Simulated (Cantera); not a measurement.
An adiabatic, constant-pressure homogeneous reactor starts with CH₄ : O₂ : N₂ = 1 : 4 : 10.4 (molar parts), at 1550 K and 0.300 bar. Integrator tolerance rtol = 1e-08.

Model: GRI-Mech 3.0 (53 species, 325 reactions), integrated in Cantera.

Q: What does this change do: initial temperature 1550 to 1075 K?

A: 
```
quantity                                                            before                                     after
---------------------------------  ---------------------------------------  ----------------------------------------
time of steepest temperature rise                                  1.34 ms                               not reached
temperature at 0.100 s                                              2531 K                                    1075 K
equilibrium temperature                                             2531 K                                    2294 K
x(CH₄) at 0.100 s                    <1e-12 (gas-phase equilibrium <1e-12)     0.0649 (gas-phase equilibrium <1e-12)
x(O₂) at 0.100 s                       0.118 (gas-phase equilibrium 0.118)       0.260 (gas-phase equilibrium 0.122)
x(O) at 0.100 s                      0.0106 (gas-phase equilibrium 0.0106)  9.70e-10 (gas-phase equilibrium 0.00308)
x(NO₂) at 0.100 s                  5.83e-6 (gas-phase equilibrium 5.84e-6)    <1e-12 (gas-phase equilibrium 5.12e-6)
x(NO) at 0.100 s                     0.0166 (gas-phase equilibrium 0.0166)     <1e-12 (gas-phase equilibrium 0.0109)
x(CH₃) at 0.100 s                    <1e-12 (gas-phase equilibrium <1e-12)    3.21e-6 (gas-phase equilibrium <1e-12)
x(CH₂CO) at 0.100 s                  <1e-12 (gas-phase equilibrium <1e-12)   1.40e-10 (gas-phase equilibrium <1e-12)
```

Q: What does this change do: pressure from 0.300 bar to 0.370 bar?

A: 
```tsv
quantity	before	after
time of steepest temperature rise	1.34 ms	1.11 ms
temperature at 0.100 s	2531 K	2542 K
equilibrium temperature	2531 K	2542 K
x(CH₄) at 0.100 s	<1e-12 (gas-phase equilibrium <1e-12)	<1e-12 (gas-phase equilibrium <1e-12)
x(O₂) at 0.100 s	0.118 (gas-phase equilibrium 0.118)	0.117 (gas-phase equilibrium 0.117)
x(O) at 0.100 s	0.0106 (gas-phase equilibrium 0.0106)	0.0101 (gas-phase equilibrium 0.0101)
x(NO₂) at 0.100 s	5.83e-6 (gas-phase equilibrium 5.84e-6)	6.53e-6 (gas-phase equilibrium 6.53e-6)
x(NO) at 0.100 s	0.0166 (gas-phase equilibrium 0.0166)	0.0169 (gas-phase equilibrium 0.0169)
x(CH₃) at 0.100 s	<1e-12 (gas-phase equilibrium <1e-12)	<1e-12 (gas-phase equilibrium <1e-12)
x(CH₂CO) at 0.100 s	<1e-12 (gas-phase equilibrium <1e-12)	<1e-12 (gas-phase equilibrium <1e-12)
```

Q: What does this change do: initial temperature 1550 to 1623 K?

A: 
| quantity | before | after |
|---|---|---|
| time of steepest temperature rise | 1.34 ms | 0.802 ms |
| temperature at 0.100 s | 2531 K | 2561 K |
| equilibrium temperature | 2531 K | 2561 K |
| x(CH₄) at 0.100 s | <1e-12 (gas-phase equilibrium <1e-12) | <1e-12 (gas-phase equilibrium <1e-12) |
| x(O₂) at 0.100 s | 0.118 (gas-phase equilibrium 0.118) | 0.117 (gas-phase equilibrium 0.117) |
| x(O) at 0.100 s | 0.0106 (gas-phase equilibrium 0.0106) | 0.0122 (gas-phase equilibrium 0.0122) |
| x(NO₂) at 0.100 s | 5.83e-6 (gas-phase equilibrium 5.84e-6) | 5.91e-6 (gas-phase equilibrium 5.91e-6) |
| x(NO) at 0.100 s | 0.0166 (gas-phase equilibrium 0.0166) | 0.0174 (gas-phase equilibrium 0.0174) |
| x(CH₃) at 0.100 s | <1e-12 (gas-phase equilibrium <1e-12) | <1e-12 (gas-phase equilibrium <1e-12) |
| x(CH₂CO) at 0.100 s | <1e-12 (gas-phase equilibrium <1e-12) | <1e-12 (gas-phase equilibrium <1e-12) |
